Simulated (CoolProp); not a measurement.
Vapour-liquid equilibrium of p-xylene (1) + n-decane (2) at 58.25 °C; x and y are mole fractions of (1).

Values from CoolProp's multi-fluid Helmholtz-energy mixture model, Zhou 2012 and Lemmon 2006; pair parameters Bell 2016.

Question: Give the bubble pressure and the first vapour's composition at x = 0.05, 0.2, 0.5. Is there an azeotrope?

Answer: x = 0.05: 0.001692 MPa, y = 0.219; x = 0.2: 0.002541 MPa, y = 0.559; x = 0.5: 0.004042 MPa, y = 0.819. No azeotrope shows between x = 0.05 and 0.95.

The pair parameters rest on a limited set of measurements; away from them the model extrapolates.
